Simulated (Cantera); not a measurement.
Diamond growth

A diamond (100) surface in a fixed gas of H2 with x(CH4) = 0.0077, x(CH3) = 0.00036, at 1225 K, 13000 Pa; coverages are run to steady state.

Model: the Harris–Goodwin 1993 mechanism for the reconstructed diamond (100) surface, integrated in Cantera.

```
x(H)     growth (µm/h)  θ c6HH  θ c6H*  θ c6*H   θ c6**    θ c6HM
-------  -------------  ------  ------  ------  -------  --------
0.0001           0.731   0.620  0.0275   0.335  0.00419   0.00472
0.00024           2.06   0.524  0.0341   0.416  0.00991   0.00635
0.00056           4.62   0.468  0.0377   0.460   0.0175   0.00755
0.0013            9.13   0.439  0.0394   0.480   0.0247   0.00798
0.0031            16.9   0.426  0.0403   0.490   0.0298   0.00724
0.0073            27.5   0.421  0.0408   0.495   0.0326   0.00548
0.017             38.3   0.420  0.0414   0.499   0.0341   0.00342
0.04              46.6   0.420  0.0422   0.500   0.0349   0.00181
0.095             51.8   0.420  0.0438   0.499   0.0356  0.000852
```
θ: site fractions in the mechanism's names (c6HH fully hydrogenated, c6H* and c6*H radical sites, c6** diradical, c6HM methylated).
